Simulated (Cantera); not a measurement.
A closed system holds: 1 mol Al(CH₃)₃, 2.1 mol NH₃, 2.5 mol N₂, held at 0.00200 bar.

These are equilibrium values from Cantera (NASA tables, ideal gas, pure condensed phases), not measurements of a reactor. Candidate condensed phases: Al, AlN, C, C₆H₆, C₇H₈, C₈H₁₈; 97 gas species. The feed counts by its element totals alone. Rates play no part.

### Question
What share of the Al ends up in condensed phases as a function of T (°C), at 1250, 1325, 1400, 1475, 1550, 1625, 1700?

### Answer
```json
[
 {"T (°C)": "1250", "Al condensed (%)": "100.0", "as": "AlN(s)"},
 {"T (°C)": "1325", "Al condensed (%)": "100.0", "as": "AlN(s)"},
 {"T (°C)": "1400", "Al condensed (%)": "99.7", "as": "AlN(s)"},
 {"T (°C)": "1475", "Al condensed (%)": "98.0", "as": "AlN(s)"},
 {"T (°C)": "1550", "Al condensed (%)": "88.0", "as": "AlN(s)"},
 {"T (°C)": "1625", "Al condensed (%)": "33.4", "as": "AlN(s)"},
 {"T (°C)": "1700", "Al condensed (%)": "0.0", "as": "-"}
]
```
